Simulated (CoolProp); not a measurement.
Hydrogen chloride along the isobar 4.38 MPa: fugacity coefficient from the reference equation and from simpler models built on Tc = 324.7 K, pc = 8.314 MPa, ω = 0.130; each cubic takes its own stable root.

Computed with CoolProp (reference Helmholtz-energy equation of state, Thol 2018).

```csv
T (K),phase,reference
233.4,liquid,0.1688
271.6,liquid,0.4717
309.7,gas,0.7789
347.9,gas,0.8477
386.1,gas,0.8897
424.3,gas,0.9179
462.5,gas,0.9378
500.7,gas,0.9524
538.9,gas,0.9635
```

Task: How far does each simpler model (van der Waals, Redlich-Kwong, Soave-Redlich-Kwong, Peng-Robinson) lie from the reference over these 9 states: mean and median of the absolute difference, and the worst?

Result: 
- van der Waals: mean 21.9 %, median 1.1 %, worst +136.4 % at 233.4 K and 4.38 MPa
- Redlich-Kwong: mean 4.3 %, median 0.7 %, worst +19.4 % at 233.4 K and 4.38 MPa
- Soave-Redlich-Kwong: mean 2.1 %, median 1.3 %, worst +5.3 % at 271.6 K and 4.38 MPa
- Peng-Robinson: mean 0.6 %, median 0.3 %, worst +2.6 % at 271.6 K and 4.38 MPa
